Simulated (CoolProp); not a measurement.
The numbers come from the reference Helmholtz-energy equation of state, Leachman 2009 in CoolProp.

### Question
Give the vapour pressure (MPa), liquid density (kg/m³), enthalpy of vaporisation (kJ/kg), surface tension (mN/m) of saturated normal hydrogen at 25.9, 31.2 K.

### Answer
```json
[
 {"T (K)": "25.9", "p (MPa)": "0.386", "liquid density (kg/m³)": "63.2", "enthalpy of vaporisation (kJ/kg)": "396", "surface tension (mN/m)": "0.978"},
 {"T (K)": "31.2", "p (MPa)": "0.971", "liquid density (kg/m³)": "50.6", "enthalpy of vaporisation (kJ/kg)": "252", "surface tension (mN/m)": "0.188"}
]
```

Surface tension comes from a separate correlation (Mulero 2012).
